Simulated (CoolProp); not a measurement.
Properties of normal hydrogen along the isobar 5.85 MPa.

Values from CoolProp's reference Helmholtz-energy equation of state, Leachman 2009.

```csv
T (K),phase,cp (kJ/(kg K)),speed of sound (m/s),expansivity (1/kK),conductivity (mW/(m K))
31.5,liquid,12.48,1126,17.38,113
37.6,supercritical,15.66,976.5,24.73,107
43.7,supercritical,19.03,837.1,34.04,96.8
49.8,supercritical,19.90,755.7,37.13,84.7
55.9,supercritical,18.19,736.0,32.13,77.4
62,supercritical,16.30,745.6,26.12,74.0
68.1,supercritical,14.98,765.3,21.57,73.1
74.2,supercritical,14.12,787.8,18.32,73.7
80.3,supercritical,13.57,810.5,15.94,75.0
86.4,supercritical,13.22,832.6,14.14,77.0
92.4,supercritical,13.01,853.5,12.75,79.3
98.5,supercritical,12.89,873.8,11.61,82.0
104.6,supercritical,12.83,893.3,10.67,84.9
110.7,supercritical,12.83,912.1,9.885,88.0
116.8,supercritical,12.86,930.3,9.218,91.3
```

The peak of cp marks the crossing from liquid-like to gas-like fluid above the critical point.

Thermal conductivity comes from a separate model (Assael 2011).
